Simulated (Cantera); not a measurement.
Mixture: CO : H2 : O2 : N2 = 1 : 0.24 : 1.11 : 4.16 (molar parts), equivalence ratio 0.56, at 23.0 bar, adiabatic and at constant pressure. Ignition delay is the time to a rise of 400 K.

Model: GRI-Mech 3.0 (53 species, 325 reactions), integrated in Cantera. The hydrogen kinetics of GRI-Mech 3.0 are dated; newer H2 mechanisms differ, most at raised pressure. The pressure lies above the range GRI-Mech 3.0 was tuned for (to about 10 atm). Where the delays flatten at high temperature, the 400 K rule measures the pace of heat release, not the induction time.

What does this change do: pressure from 23.0 bar to 5.00 bar?


| quantity | before | after |
|---|---|---|
| delay at 1300 K | 15.8 µs | 16.8 µs |
| delay at 1400 K | 4.55 µs | 11.6 µs |
| delay at 1500 K | 2.37 µs | 9.26 µs |
| delay at 1600 K | 1.63 µs | 8.07 µs |
| delay at 1700 K | 1.29 µs | 7.46 µs |
| delay at 1800 K | 1.11 µs | 7.23 µs |
| delay at 1900 K | 0.998 µs | 7.28 µs |

What does this change do: constant volume in place of constant pressure?


```tsv
quantity	before	after
delay at 1300 K	15.8 µs	14.1 µs
delay at 1400 K	4.55 µs	3.99 µs
delay at 1500 K	2.37 µs	2.01 µs
delay at 1600 K	1.63 µs	1.34 µs
delay at 1700 K	1.29 µs	1.04 µs
delay at 1800 K	1.11 µs	0.875 µs
delay at 1900 K	0.998 µs	0.782 µs
```
